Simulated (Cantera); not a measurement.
Charge: 1 mol CH3OH, 0.48 mol H2O, equilibrated at 2848 K and 22.0 mbar.

Method: chemical equilibrium by Gibbs-energy minimisation in Cantera with the NASA 1993 tables (ideal gas, pure condensed phases). Candidate condensed phases: C, C6H6, C7H8, C8H18, H2O; 110 gas species. The numbers say what is thermodynamically allowed, not how fast it happens.

Base state: H 0.362, H2 0.309, CO 0.221, H2O 0.0628, OH 0.0216, O 0.0158, CO2 0.00635, O2 0.00128 (mole fractions); condensed: gas only.

What changes in the equilibrium state with this change: temperature from 2848 K to 2198.15 K?


| species | before | after |
|---|---|---|
| H2 | 0.309 | 0.564 |
| CO | 0.221 | 0.272 |
| H2O | 0.0628 | 0.124 |
| H | 0.362 | 0.0282 |
| O | 0.0158 | 3.01e-5 |
| OH | 0.0216 | 0.000861 |
| CO2 | 0.00635 | 0.0113 |
| O2 | 0.00128 | 2.78e-6 |

What changes in the equilibrium state with this change: pressure from 22.0 mbar to 0.700 bar?


```csv
species,before,after
H2,0.309,0.519
CO,0.221,0.266
H2O,0.0628,0.117
H,0.362,0.0832
O,0.0158,0.000551
OH,0.0216,0.00550
O2,0.00128,4.97e-5
CO2,0.00635,0.00848
```
